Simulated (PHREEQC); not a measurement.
Make-up at 25 °C: 0.4 mol/kgw Na2SO4, 0.0027 mol/kgw NaHCO3 and 0.00052 mol/kgw KBr. Closed to the air; pH follows from the charge balance.

Equilibrium calculation in PHREEQC: ion-association model, wateq4f.dat.

No solid was allowed to form.

Q: Estimate the pH, activity of water, ionic strength.

A: pH 7.66; activity of water 0.982; ionic strength 0.912 mol/kgw.

Q: In which forms is K present?

A: K+ 79 %, KSO4- 21 % of the K.

Ionic strength above about 0.7 mol/kgw puts this run outside the model's range.
